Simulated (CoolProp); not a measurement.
The fluid at 293.15 K and 0.224 MPa expands adiabatically to 0.0243 MPa with isentropic efficiency 0.8. The same conditions are run with several fluids, on thermodynamics alone (safety and materials aside).

The numbers come from the reference Helmholtz-energy equation of state of each fluid (R143a: Lemmon and Jacobsen 2000; C3F8 (R218): Lemmon 2006; R410A: Lemmon 2003; R134a: Tillner-Roth 1994) in CoolProp. Blends and air are pseudo-pure fits.

| fluid | work (kJ/kg) | final temperature (K) | final density (kg/m³) |
|---|---|---|---|
| R143a | 44.3 | 237.8 | ___ |
| C3F8 (R218) | 21.0 | 262.6 | 2.11 |
| R410A | 49.4 | ___ | 0.960 |
| R134a | 36.6 | ___ | 1.25 |

Task: Complete the blanks.

Result: 
- R143a, final density (kg/m³): 1.04
- R410A, final temperature (K): 223.1
- R134a, final temperature (K): 241.5
